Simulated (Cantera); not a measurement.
A perfectly stirred reactor is fed with CO : O2 : H2O : N2 = 0.0099 : 0.041 : 0.00025 : 1 (molar parts), equivalence ratio 0.12, at 7.00 bar; it is held at 1425 K, and followed from long to short residence time.

Cantera simulation using GRI-Mech 3.0 (53 species, 325 reactions); the numbers are that mechanism's predictions, not measurements.

Task: What does this change do: temperature 1425 to 1100 K?

Result: 
| quantity | before | after |
|---|---|---|
| x(CO) at τ = 11.0 s | 1.85e-5 | 0.00172 |
| x(O2) at τ = 11.0 s | 0.0345 | 0.0353 |
| x(H2O) at τ = 11.0 s | 0.000238 | 0.000238 |
| x(NO) at τ = 11.0 s | 9.27e-6 | 4.46e-8 |
| x(H2O2) at τ = 11.0 s | 1.45e-10 | 8.52e-9 |
| x(CO) at τ = 68.0 ms | 0.000851 | 0.00918 |
| x(O2) at τ = 68.0 ms | 0.0348 | 0.0389 |
| x(H2O) at τ = 68.0 ms | 0.000235 | 0.000237 |
| x(NO) at τ = 68.0 ms | 1.05e-5 | 2.33e-11 |
| x(H2O2) at τ = 68.0 ms | 2.54e-9 | 1.21e-8 |

Task: What does this change do: temperature 1425 to 1025 K?

Result: 
| quantity | before | after |
|---|---|---|
| x(CO) at τ = 11.0 s | 1.85e-5 | 0.00507 |
| x(O2) at τ = 11.0 s | 0.0345 | 0.0369 |
| x(H2O) at τ = 11.0 s | 0.000238 | 0.000238 |
| x(NO) at τ = 11.0 s | 9.27e-6 | 5.18e-10 |
| x(H2O2) at τ = 11.0 s | 1.45e-10 | 9.36e-9 |
| x(CO) at τ = 68.0 ms | 0.000851 | 0.00941 |
| x(O2) at τ = 68.0 ms | 0.0348 | 0.0390 |
| x(H2O) at τ = 68.0 ms | 0.000235 | 0.000238 |
| x(NO) at τ = 68.0 ms | 1.05e-5 | <1e-12 |
| x(H2O2) at τ = 68.0 ms | 2.54e-9 | 1.04e-10 |

Task: What does this change do: CO 0.0099 to 0.014 parts?

Result: 
```
quantity                  before     after
----------------------  --------  --------
x(CO) at τ = 11.0 s      1.85e-5   2.49e-5
x(O2) at τ = 11.0 s       0.0345    0.0324
x(H2O) at τ = 11.0 s    0.000238  0.000237
x(NO) at τ = 11.0 s      9.27e-6   1.22e-5
x(H2O2) at τ = 11.0 s   1.45e-10  1.63e-10
x(CO) at τ = 68.0 ms    0.000851   0.00113
x(O2) at τ = 68.0 ms      0.0348    0.0330
x(H2O) at τ = 68.0 ms   0.000235  0.000234
x(NO) at τ = 68.0 ms     1.05e-5   1.41e-5
x(H2O2) at τ = 68.0 ms   2.54e-9   3.15e-9
```
